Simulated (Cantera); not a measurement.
Charge: 1 mol SiH₄, 0.2 mol NH₃, held at 1052 °C and 133 Pa.

Method: chemical equilibrium by Gibbs-energy minimisation in Cantera with the NASA 1993 tables (ideal gas, pure condensed phases). Candidate condensed phases: Si, Si₃N₄; 18 gas species. Mutual solubility and eutectic melting of coexisting phases are not modelled. Kinetics and transport are ignored.

Base state: H₂ 0.999, N₂ 0.000712, H 4.48e-5 (mole fractions); condensed: Si(s) + Si₃N₄(s).

Problem. What changes in the equilibrium state with this change: NH₃ from 0.2 to 4.8 mol?

Solution. 
```
species          before    after
-------------  --------  -------
H₂                0.999    0.841
N₂             0.000712    0.159
H               4.48e-5  4.11e-5
Si(s), mol        0.852        0
Si₃N₄(s), mol    0.0492    0.333
```
